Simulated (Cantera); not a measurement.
An isothermal, constant-pressure homogeneous reactor starts with CO : O2 : H2O : N2 = 0.017 : 0.016 : 0.00023 : 1 (molar parts), equivalence ratio 0.53, at 1050 K and 0.987 atm. Integrator tolerance rtol = 1e-08.

Detailed kinetics in Cantera: GRI-Mech 3.0 (53 species, 325 reactions).

Q: What does this change do: CO 0.017 to 0.0041 parts?

A: 
| quantity | before | after |
|---|---|---|
| x(CO) at 4.00 s | 0.000687 (gas-phase equilibrium 6.00e-11) | 0.000215 (gas-phase equilibrium 1.06e-11) |
| x(O2) at 4.00 s | 0.00766 (gas-phase equilibrium 0.00731) | 0.0138 (gas-phase equilibrium 0.0137) |
| x(H2O) at 4.00 s | 0.000223 (gas-phase equilibrium 0.000224) | 0.000226 (gas-phase equilibrium 0.000226) |
| x(H2) at 4.00 s | 6.12e-7 (gas-phase equilibrium <1e-12) | 1.01e-7 (gas-phase equilibrium <1e-12) |
| x(OH) at 4.00 s | 2.60e-7 (gas-phase equilibrium 5.99e-9) | 1.81e-7 (gas-phase equilibrium 7.03e-9) |
| x(CO2) at 4.00 s | 0.0159 (gas-phase equilibrium 0.0166) | 0.00381 (gas-phase equilibrium 0.00403) |
| x(NO) at 4.00 s | 2.04e-7 (gas-phase equilibrium 1.10e-5) | 6.39e-8 (gas-phase equilibrium 1.51e-5) |

Q: What does this change do: H2O 0.00023 to 2.5e-05 parts?

A: 
```
quantity                                             before                                    after
----------------  -----------------------------------------  ---------------------------------------
x(CO) at 4.00 s   0.000687 (gas-phase equilibrium 6.00e-11)  0.0153 (gas-phase equilibrium 6.00e-11)
x(O2) at 4.00 s     0.00766 (gas-phase equilibrium 0.00731)   0.0149 (gas-phase equilibrium 0.00731)
x(H2O) at 4.00 s  0.000223 (gas-phase equilibrium 0.000224)  2.35e-5 (gas-phase equilibrium 2.44e-5)
x(H2) at 4.00 s      6.12e-7 (gas-phase equilibrium <1e-12)   5.38e-7 (gas-phase equilibrium <1e-12)
x(OH) at 4.00 s     2.60e-7 (gas-phase equilibrium 5.99e-9)  6.96e-9 (gas-phase equilibrium 1.97e-9)
x(CO2) at 4.00 s      0.0159 (gas-phase equilibrium 0.0166)   0.00113 (gas-phase equilibrium 0.0166)
x(NO) at 4.00 s     2.04e-7 (gas-phase equilibrium 1.10e-5)  1.13e-9 (gas-phase equilibrium 1.10e-5)
```
